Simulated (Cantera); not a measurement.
**SiH4 + HCl + H2 (silicon epitaxy and polysilicon growth)**

Input: 1 mol SiH4, 0.056 mol HCl, 9 mol H2, equilibrated at 900 K and 0.0130 bar.

Method: chemical equilibrium by Gibbs-energy minimisation in Cantera with the NASA 1993 tables (ideal gas, pure condensed phases). Candidate condensed phases: Si; 19 gas species. The numbers say what is thermodynamically allowed, not how fast it happens.

```yaml
x(H2): 0.996
x(HCl): 0.00317
x(SiCl4): 0.000270
x(SiHCl3): 0.000241
x(SiH2Cl2): 2.04e-5
x(SiCl2): 1.37e-5
x(SiCl3): 8.81e-6
n(Si(s)): 0.994 mol
gas_amount: 11.05 mol
```
